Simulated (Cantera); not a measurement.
A closed system holds: 1 mol CF₄, 0.0089 mol CH₄, 0.11 mol H₂, held at 1548 K.

Equilibrium computed with Cantera from the NASA thermochemical tables; the gas is ideal and each condensed phase is pure. Candidate condensed phases: C, C₆H₆, C₇H₈, C₈H₁₈; 95 gas species. Gases not in the tables: C₂F₆ and larger saturated fluorocarbons. Rates play no part.

log p: log10 of the partial pressure in bar; n: condensed amount in mol.

```json
[
 {"P (Pa)": "1", "log p CF₄": "-5.13", "log p HF": "-5.68", "log p CF₂": "-6.63", "log p F": "-6.65", "n C(graphite)": "0.0652"},
 {"P (Pa)": "4.20", "log p CF₄": "-4.49", "log p HF": "-5.05", "log p CF₂": "-6.31", "log p F": "-6.49", "n C(graphite)": "0.0680"},
 {"P (Pa)": "18", "log p CF₄": "-3.85", "log p HF": "-4.42", "log p CF₂": "-5.99", "log p F": "-6.33", "n C(graphite)": "0.0701"},
 {"P (Pa)": "75", "log p CF₄": "-3.23", "log p HF": "-3.79", "log p CF₂": "-5.68", "log p F": "-6.17", "n C(graphite)": "0.0713"},
 {"P (Pa)": "320", "log p CF₄": "(withheld)", "log p HF": "(withheld)", "log p CF₂": "(withheld)", "log p F": "(withheld)", "n C(graphite)": "0.0720"},
 {"P (Pa)": "1300", "log p CF₄": "-1.99", "log p HF": "-2.55", "log p CF₂": "-5.06", "log p F": "-5.86", "n C(graphite)": "0.0724"},
 {"P (Pa)": "5600", "log p CF₄": "(withheld)", "log p HF": "(withheld)", "log p CF₂": "(withheld)", "log p F": "(withheld)", "n C(graphite)": "0.0726"},
 {"P (Pa)": "24000", "log p CF₄": "-0.72", "log p HF": "-1.29", "log p CF₂": "-4.43", "log p F": "-5.54", "n C(graphite)": "0.0727"},
 {"P (Pa)": "100000", "log p CF₄": "-0.10", "log p HF": "-0.67", "log p CF₂": "-4.12", "log p F": "-5.39", "n C(graphite)": "0.0727"}
]
```

Question: Fill in the missing entries.

Answer: 
- 320, log p CF₄: -2.60
- 320, log p HF: -3.16
- 320, log p CF₂: -5.37
- 320, log p F: -6.01
- 5600, log p CF₄: -1.36
- 5600, log p HF: -1.92
- 5600, log p CF₂: -4.75
- 5600, log p F: -5.70
